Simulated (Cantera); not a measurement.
Input: 1 mol FeS2, 0.56 mol H2, 3.8 mol N2, at 0.830 bar.

Equilibrium computed with Cantera from the NASA thermochemical tables; the gas is ideal and each condensed phase is pure. Candidate condensed phases: Fe, FeS, FeS2, S; 16 gas species. FeS: taken at fixed stoichiometry. Gases not in the tables: S3 to S7. Equilibrium is a limit: real reactors are often held back by kinetics, nucleation or transport.

x: gas mole fraction; n: condensed amount in mol.

| T (°C) | x N2 | x H2S | x S2 | x H2 | x SH | x S | x H | n FeS(s) | n FeS(l) |
|---|---|---|---|---|---|---|---|---|---|
| 700 | 0.828 | 0.119 | 0.0496 | 0.00320 | 8.04e-6 | ? | 6.71e-11 | 1.00 | 0 |
| 800 | 0.826 | 0.113 | 0.0520 | 0.00839 | 3.15e-5 | ? | 1.41e-9 | 1.00 | 0 |
| 900 | 0.822 | 0.104 | 0.0563 | 0.0175 | 9.64e-5 | ? | 1.71e-8 | 1.00 | 0 |
| 1000 | 0.817 | 0.0903 | 0.0622 | 0.0300 | 0.000242 | ? | 1.36e-7 | 1.00 | 0 |
| 1100 | 0.811 | 0.0751 | 0.0689 | 0.0442 | 0.000515 | ? | 7.68e-7 | 1.00 | 0 |
| 1200 | 0.805 | 0.0602 | 0.0754 | 0.0580 | 0.000960 | ? | 3.34e-6 | 0 | 1.00 |
| 1300 | 0.800 | 0.0471 | 0.0809 | 0.0700 | 0.00161 | ? | 1.18e-5 | 0 | 1.00 |
| 1400 | 0.796 | 0.0363 | 0.0853 | 0.0797 | 0.00247 | ? | 3.53e-5 | 0 | 1.000 |
| 1500 | 0.793 | 0.0280 | 0.0884 | 0.0870 | 0.00355 | ? | 9.21e-5 | 0 | 1.000 |

Task: Some entries are withheld; supply them.

Result: 
- 700, x S: 8.22e-10
- 800, x S: 1.01e-8
- 900, x S: 8.34e-8
- 1000, x S: 5.02e-7
- 1100, x S: 2.35e-6
- 1200, x S: 8.91e-6
- 1300, x S: 2.85e-5
- 1400, x S: 7.90e-5
- 1500, x S: 0.000194
